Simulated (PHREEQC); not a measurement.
Consider water at 70 °C with 0.002 mol/kgw HF, 0.00235 mol/kgw KF and 0.072 mol/kgw H2SiF6. Closed to the air; pH follows from the charge balance.

Equilibrium calculation in PHREEQC: ion-association model, phreeqc.dat.

Question: The ionic strength comes out as 0.201 mol/kgw. What activity coefficients do H+, HF2-, K+, F-, SiF6-2 get?

Answer: H+ 0.78, HF2- 0.73, K+ 0.69, F- 0.69, SiF6-2 0.27.

Precipitation was switched off in this run. Saturation is exceeded, for instance for SiO2(a), Quartz (slow to form); the values hold only as long as no solid forms. Constants without temperature data keep their 25 °C values here. SiF6-2 is the database's only silicon fluoride.
